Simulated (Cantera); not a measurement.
# NO annealing gas

An isothermal, constant-pressure homogeneous reactor starts with NO : N2 = 1 : 0.72 (molar parts), at 1825 K and 135 Torr.

Computed with Cantera and GRI-Mech 3.0 (53 species, 325 reactions).

| t (s) | x NO | x O2 | x N2 | x N2O | x NO2 | x O |
|---|---|---|---|---|---|---|
| 0.000300 | 0.581 | 4.36e-8 | 0.419 | 5.17e-6 | 1.34e-6 | 4.02e-6 |
| 0.000954 | 0.581 | 4.31e-7 | 0.419 | 1.58e-5 | 8.75e-6 | 8.72e-6 |
| 0.00304 | 0.581 | 5.70e-6 | 0.419 | 4.43e-5 | 3.71e-5 | 1.78e-5 |
| 0.00965 | 0.581 | 7.53e-5 | 0.419 | 9.75e-5 | 8.40e-5 | 3.11e-5 |
| 0.0307 | 0.580 | 0.000456 | 0.419 | 0.000133 | 9.90e-5 | 3.59e-5 |
| 0.0977 | 0.578 | 0.00175 | 0.420 | 0.000134 | 0.000108 | 3.86e-5 |
| 0.311 | 0.569 | 0.00587 | 0.425 | 0.000130 | 0.000130 | 4.53e-5 |
| 0.988 | 0.544 | 0.0187 | 0.437 | 0.000116 | 0.000179 | 6.16e-5 |
| 3.14 | 0.470 | 0.0555 | 0.474 | 8.39e-5 | 0.000247 | 9.30e-5 |
| 10.0 | 0.306 | 0.137 | 0.556 | 3.40e-5 | 0.000249 | 0.000139 |
x: mole fraction; the columns are a selection and need not sum to one.

Equilibrium at this temperature and pressure: NO 0.00503, O2 0.288, N2 0.707, N2O 1.16e-7, NO2 5.95e-6, O 0.000196 (gas phase only).
